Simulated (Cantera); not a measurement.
An isothermal, constant-pressure homogeneous reactor starts with 27.0 % N₂O, 73.0 % N₂, at 1173 K and 13300 Pa.

Computed with Cantera and GRI-Mech 3.0 (53 species, 325 reactions). GRI-Mech 3.0 was tuned for natural gas; its chemistry of N2O as a main component is partial and can be far from experiment. The mechanism lacks the step 2 NO + O2 → 2 NO2, which can matter for NO2 below about 1400 K. The temperature is held fixed by assumption; the heat of reaction is taken as removed at once.

One state of this run: x N₂O = 0.0612; x NO = 0.0167; x NO₂ = 2.71e-5; x O = 9.47e-7; x N₂ = 0.838. x: mole fraction; the columns are a selection and need not sum to one.

**Question.** Which value of t (s) does it belong to?
A. 0.00170
B. 0.329
C. 0.00360
D. 30.0

**Answer.** D, 30.0
